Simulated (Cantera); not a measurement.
## Chlorosilane synthesis and conversion: SiCl4 + H2

Input: 1 mol SiCl4, 0.38 mol H2, held at 1073.15 K.

These are equilibrium values from Cantera (NASA tables, ideal gas, pure condensed phases), not measurements of a reactor. Candidate condensed phases: Si; 19 gas species. The tables' values for SiCl3 are old estimates; treat these amounts as uncertain. Rates play no part.

From 10000 Pa to 3000000 Pa nothing is condensed. The main Si-bearing gas is SiCl4 throughout.

| P (Pa) | x SiCl4 | x H2 | x HCl | x SiHCl3 | x SiCl3 |
|---|---|---|---|---|---|
| 10000 | 0.670 | 0.229 | 0.0517 | 0.0364 | 0.0100 |
| 26000 | 0.674 | 0.230 | 0.0485 | 0.0392 | 0.00669 |
| 67000 | 0.677 | 0.231 | 0.0467 | 0.0409 | 0.00435 |
| 170000 | 0.678 | 0.231 | 0.0457 | 0.0420 | 0.00280 |
| 450000 | 0.679 | 0.231 | 0.0451 | 0.0426 | 0.00175 |
| 1200000 | 0.680 | 0.231 | 0.0448 | 0.0430 | 0.00108 |
| 3000000 | 0.680 | 0.231 | 0.0446 | 0.0432 | 0.000686 |
x: gas mole fraction; nothing condenses.
